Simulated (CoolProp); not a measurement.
Computed with CoolProp (reference Helmholtz-energy equation of state, McLinden 2015).

Task: For the fluoroketone C6F12O (FK-5-1-12), give the phase and the Z, cp (kJ/(kg K)), cv (kJ/(kg K)), expansivity (1/kK) at 11.15 °C and 2.5 MPa; 21.95 °C and 2.5 MPa.

Result: 
- 11.15 °C and 2.5 MPa: liquid; Z 0.202, cp 1.09, cv 0.880, expansivity 1.70
- 21.95 °C and 2.5 MPa: liquid; Z 0.198, cp 1.10, cv 0.885, expansivity 1.77
